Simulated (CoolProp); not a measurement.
Vapour-liquid equilibrium of acetone (1) + ethanol (2) at 347.3 K; x and y are mole fractions of (1).

The numbers come from the multi-fluid Helmholtz-energy mixture model, Lemmon 2006 and Schroeder 2014; pair parameters Bell 2016 in CoolProp.

```tsv
x	bubble pressure, mixture model (kPa)	bubble pressure, Raoult's law (kPa)	y, mixture model	y, Raoult's law
0.05	96.61	90.19	0.156	0.100
0.15	115.1	99.77	0.354	0.272
0.25	129.4	109.3	0.478	0.414
0.35	140.8	118.9	0.567	0.533
0.45	150.0	128.5	0.638	0.634
0.55	?	138.1	?	0.722
0.65	?	147.6	0.760	0.798
0.75	170.4	157.2	0.820	0.864
0.85	175.4	166.8	0.886	0.923
0.95	179.5	176.4	0.959	0.976
```

Q: Complete the blanks.

A: 
- 0.55, bubble pressure, mixture model (kPa): 157.8
- 0.55, y, mixture model: 0.700
- 0.65, bubble pressure, mixture model (kPa): 164.5

The largest gap from Raoult's law is +18.4 % in bubble pressure, at x = 0.35. No azeotrope shows between x = 0.05 and 0.95.

The pair parameters rest on a limited set of measurements; away from them the model extrapolates.
